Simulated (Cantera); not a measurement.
Input (Python, Cantera):

```python
import numpy as np
import cantera as ct

gas = ct.Solution("h2o2.yaml")
gas.TPX = 950, 240, {'H2': 0.12, 'O2': 1, 'N2': 0.15}
reactor = ct.IdealGasConstPressureReactor(gas, energy="off", clone=False)
net = ct.ReactorNet([reactor])
net.rtol, net.atol = 1e-08, 1e-18
show = ['H2', 'O2', 'OH', 'H2O2', 'O', 'H']
times = np.geomspace(5e-05, 8, 12)

steps = ct.SolutionArray(gas, extra=["t"])
rows = []
print(f"{'t/s':>10s}{'T/K':>9s}{'P/Pa':>11s}" + "".join(f"{s:>11s}" for s in show))
for t in times:
    while net.time < t:
        t_next = net.step()
        steps.append(gas.state, t=t_next)
    rows.append([np.interp(t, steps.t, y) for y in (steps.T, steps.P, *steps(*show).X.T)])
    print(f"{t:10.3e}{rows[-1][0]:9.1f}{rows[-1][1]:11.4g}" + "".join(f"{x:11.3e}" for x in rows[-1][2:]))
rate = np.gradient(steps.T, steps.t)
print("integrator steps:", len(steps.t))
if steps.T.max() > steps.T[0] + 200:
    print(f"time of steepest temperature rise: {steps.t[rate.argmax()]:.4e} s")
gas.TPX = 950, 240, {'H2': 0.12, 'O2': 1, 'N2': 0.15}
gas.equilibrate("TP")
print(f"equilibrium (TP): T = {gas.T:.1f} K  " + "  ".join(f"{s} {gas[s].X[0]:.3e}" for s in show))
```

Result:

```
       t/s      T/K       P/Pa         H2         O2         OH       H2O2          O          H
 5.000e-05    950.0        240  9.449e-02  7.874e-01  2.794e-14  3.537e-18  2.902e-14  1.511e-12
 1.486e-04    950.0        240  9.449e-02  7.874e-01  2.223e-13  3.131e-17  2.478e-13  4.361e-12
 4.417e-04    950.0        240  9.449e-02  7.874e-01  1.502e-12  2.755e-16  2.005e-12  1.235e-11
 1.313e-03    950.0        240  9.449e-02  7.874e-01  8.323e-12  2.434e-15  1.554e-11  3.826e-11
 3.903e-03    950.0        240  9.449e-02  7.874e-01  6.274e-11  2.158e-14  1.544e-10  2.199e-10
 1.160e-02    950.0        240  9.449e-02  7.874e-01  4.345e-09  2.047e-13  1.132e-08  1.440e-08
 3.448e-02    950.0        240  8.876e-02  7.841e-01  6.311e-04  4.580e-09  1.740e-03  2.431e-03
 1.025e-01    950.0        240  2.348e-03  7.427e-01  1.855e-03  1.672e-08  2.775e-02  2.683e-02
 3.046e-01    950.0        240  1.197e-03  7.614e-01  1.316e-03  2.202e-08  1.351e-02  9.029e-03
 9.055e-01    950.0        240  2.253e-04  7.742e-01  5.484e-04  2.770e-08  2.518e-03  6.892e-04
 2.691e+00    950.0        240  2.081e-05  7.766e-01  1.644e-04  2.173e-08  2.362e-04  1.931e-05
 8.000e+00    950.0        240  2.146e-06  7.768e-01  5.417e-05  1.055e-08  2.552e-05  6.870e-07
integrator steps: 1583
equilibrium (TP): T = 950.0 K  H2 4.212e-11  O2 7.769e-01  OH 2.573e-07  H2O2 6.151e-12  O 5.755e-10  H 7.419e-14
```

Model: the H2/O2 subset of GRI-Mech 3.0, which has no nitrogen chemistry, integrated in Cantera. Radical loss at walls, strong at low pressure, is not modelled. The temperature is held fixed by assumption; the heat of reaction is taken as removed at once.
